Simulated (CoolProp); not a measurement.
100 sccm (0 °C, 1 atm) of nitrogen bubbles through liquid R1336mzz(Z) at 273.7 K and leaves saturated at a total pressure of 0.15 MPa (ideal gas phase). Each further row changes one setting.

Values from CoolProp's reference Helmholtz-energy equation of state, McLinden 2020.

```tsv
case	vapour pressure (kPa)	mole fraction of vapour	delivery (mg/min)	delivery (sccm)	change of delivery for a bath 1 K warmer (%)
as stated	25.4	0.169	149	20.4	6.0
bath temperature 278.7 K	32.2	0.215	200	27.3	6.1
total pressure 0.3 MPa	25.4	0.0847	67.7	9.26	5.4
```
